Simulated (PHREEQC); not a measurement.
Consider water at 25 °C with 0.045 mol KOH and 0.0025 mol Na2SiO3 per kg of water. Closed to the air; pH follows from the charge balance.

All values are PHREEQC results (ion-association model, phreeqc.dat), not measurements.

Each row changes one thing in this solution. No solid was allowed to form.

```tsv
case	pH	ionic strength (mol/kgw)	H3SiO4- (mol/kgw)	H2SiO4-2 (mol/kgw)	H4SiO4 (mol/kgw)	SI of Quartz (SiO2)
as made	12.57	0.0508	0.00173	0.000767	2.52e-6	-1.61
diluted 100-fold with water	10.66	0.000500	2.18e-5	7.36e-8	3.13e-6	-1.52
0.0035 mol/kgw K2CO3 added	12.57	0.0610	0.00172	0.000777	2.50e-6	-1.61
diluted 2-fold with water	12.30	0.0252	0.00103	0.000214	3.00e-6	-1.54
KOH from 0.045 to 0.0045 mol/kgw	11.79	0.00963	0.00235	0.000131	2.33e-5	-0.65
temperature from 25 to 55 °C	11.71	0.0506	0.00189	0.000606	8.33e-6	-1.49
Na2SiO3 from 0.0025 to 0.00025 mol/kgw	12.56	0.0456	0.000176	7.43e-5	2.65e-7	-2.59
```

Species that the database lacks are ignored. Constants without temperature data keep their 25 °C values here.
